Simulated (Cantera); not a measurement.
Cantera with NASA thermochemical tables; ideal gases at 1 bar, condensed phases pure. Values are per mole of reaction as written; species without (g) are pure solids or liquids, kept so even where they would boil at 1 bar. The tables' values for C₂F₄ are old estimates.

Task: Between 1325 and 1425 K, where is each reaction favourable under standard conditions?
- Cu + 2 CF₃(g) ⇌ CuF₂(g) + C₂F₄(g)
- CuF₂ ⇌ 2 F(g) + Cu

Result: 
- Cu + 2 CF₃(g) ⇌ CuF₂(g) + C₂F₄(g): ΔG° is 9 kJ at 1325 K and 10 kJ at 1425 K; it stays positive (K < 1). ΔH° is -1 kJ and ΔS° -7 J/K at 1425 K.
- CuF₂ ⇌ 2 F(g) + Cu: ΔG° is 354 kJ at 1325 K and 333 kJ at 1425 K; it stays positive (K < 1). ΔH° is 637 kJ and ΔS° 214 J/K at 1425 K.
